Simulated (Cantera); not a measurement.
# Moist CO burnout

An isothermal, constant-pressure homogeneous reactor starts with 1.08 % CO, 0.471 % O2, 0.285 % H2O, 98.2 % N2, equivalence ratio 1.1, at 1373 K and 4.93 atm.

Detailed kinetics in Cantera: GRI-Mech 3.0 (53 species, 325 reactions).

```csv
t (s),x CO,x O2,x H2O,x H2,x NO,x H
0.000200,0.0108,0.00471,0.00285,9.04e-9,<1e-12,2.30e-8
0.000511,0.0108,0.00469,0.00284,1.66e-6,3.63e-11,2.85e-6
0.00131,0.00640,0.00250,0.00263,0.000114,6.16e-7,0.000147
0.00334,0.00214,0.000436,0.00268,0.000123,1.70e-6,8.37e-5
0.00855,0.00129,3.45e-5,0.00269,0.000149,1.95e-6,3.09e-5
0.0219,0.00122,2.43e-6,0.00269,0.000163,1.96e-6,7.41e-6
0.0559,0.00122,3.01e-7,0.00269,0.000165,1.94e-6,1.90e-6
0.143,0.00122,5.83e-8,0.00269,0.000165,1.92e-6,5.74e-7
0.366,0.00122,1.43e-8,0.00269,0.000165,1.89e-6,1.99e-7
0.935,0.00122,3.81e-9,0.00269,0.000165,1.87e-6,7.74e-8
2.39,0.00122,8.91e-10,0.00269,0.000165,1.83e-6,3.73e-8
6.12,0.00122,1.04e-10,0.00269,0.000165,1.79e-6,2.73e-8
15.6,0.00122,1.04e-11,0.00269,0.000165,1.69e-6,2.60e-8
40.0,0.00122,8.55e-12,0.00269,0.000165,1.48e-6,2.45e-8
```
x: mole fraction; the columns are a selection and need not sum to one.

Equilibrium at this temperature and pressure: CO 0.00122, O2 4.74e-12, H2O 0.00270, H2 0.000165, NO 3.32e-9, H 1.93e-8 (gas phase only).
